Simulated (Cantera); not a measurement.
Thermodynamics of abatement and gas-phase synthesis, feed S + SO2 + O2

Charge: 1 mol S, 0.74 mol SO2, 0.19 mol O2, held at 900 K and 190 bar.

These are equilibrium values from Cantera (NASA tables, ideal gas, pure condensed phases), not measurements of a reactor. Candidate condensed phases: S; 10 gas species. The ideal-gas law is rough above about 30 bar. Gases not in the tables: S3 to S7. Kinetics and transport are ignored.

x(SO2): 0.983
x(S2): 0.00703
x(S2O): 0.00548
x(S8): 0.00482
x(SO): 1.00e-6
n(S(l)): 0.753 mol
gas amount: 0.9438 mol
